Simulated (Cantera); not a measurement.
A Cantera script and what it prints.

```python
import numpy as np
import cantera as ct

gas_names = """
    AL ALCL ALCLF ALCLF2 ALCL2 ALCL2F ALCL3 ALF ALF2 ALF3 ALH ALN AL2 AL2CL6 AL2F6 CL CLF CLF3 CL2 F F2
    H HCL HF H2 H2F2 H3F3 H4F4 H5F5 H6F6 H7F7 N NF NF2 NF3 NH NH2 NH3 N2 N2H2 N2H4
""".split()
cond_names = """
    AL(cr) AL(L) ALCL3(s) ALCL3(L) ALF3(a) ALF3(b) ALF3(L) ALN(s) NH4CL(a) NH4CL(b)
""".split()


# ... load() reads the species with a 1 bar reference pressure and builds the phases ...
atoms = {
    'AlN': {'AL': 1, 'N': 1},
    'F2': {'F': 2},
    'H2': {'H': 2},
    'Cl2': {'CL': 2},
}
top_T = {'ALN(s)': 2750}  # K; cautious upper limits of use, not melting points


# ... equilibrate(T, P, feed) seeds the gas with the atoms and calls Mixture.equilibrate('TP', solver="vcs", rtol=1e-11, max_steps=5000) ...
results = []
T = 1498  # K
P = 1333.22  # Pa
for m in [0.65, 0.92, 1.3, 1.9, 2.6, 3.7, 5.3, 7.5, 11, 15, 21, 30, 43]:
    feed = {'AlN': 1, 'F2': 2.6, 'H2': 40, 'Cl2': m}  # mol
    mix = equilibrate(T, P, feed)
    results.append((T, P, feed, dict(zip(mix.species_names, mix.species_moles))))

top = {s: max(r[3][s] / sum(r[3][g] for g in gas_names) for r in results) for s in gas_names}
cols = sorted((s for s in top if top[s] > 0.0001), key=lambda s: -top[s])[:5]
seen = [c for c in cond_names if any(r[3].get(c, 0) > 1e-12 for r in results)]
print("log10 of partial pressures in bar; condensed amounts in mol")
print(f"{'n(Cl2)':>10s}" + "".join(f"{s[:9]:>10s}" for s in cols + seen))
for T, P, feed, n in results:
    ng = sum(n[g] for g in gas_names)
    print(f"{feed['Cl2']:10.4g}" + "".join(f"{np.log10(max(n[s] / ng * P / 1e5, 1e-99)):10.3f}" for s in cols)
          + "".join(f"{n.get(c, 0):10.4g}" for c in seen))
```

It prints:

```
log10 of partial pressures in bar; condensed amounts in mol
    n(Cl2)        H2       HCL        HF        CL      ALF3
      0.65    -1.929    -3.444    -3.133    -7.338    -3.589
      0.92    -1.935    -3.294    -3.127    -7.185    -3.613
       1.3    -1.943    -3.147    -3.120    -7.033    -3.646
       1.9    -1.956    -2.985    -3.110    -6.866    -3.696
       2.6    -1.971    -2.854    -3.100    -6.727    -3.750
       3.7    -1.995    -2.708    -3.089    -6.569    -3.830
       5.3    -2.030    -2.563    -3.078    -6.407    -3.934
       7.5    -2.078    -2.428    -3.071    -6.247    -4.063
        11    -2.159    -2.287    -3.069    -6.065    -4.243
        15    -2.257    -2.180    -3.075    -5.909    -4.423
        21    -2.426    -2.073    -3.092    -5.718    -4.655
        30    -2.786    -1.972    -3.124    -5.437    -4.947
        43    -7.435    -1.942    -3.192    -3.083    -5.225
```

These are equilibrium values from Cantera (NASA tables, ideal gas, pure condensed phases), not measurements of a reactor. The tables' values for AlF2, AlClF, AlCl2 are old estimates; treat these amounts as uncertain.
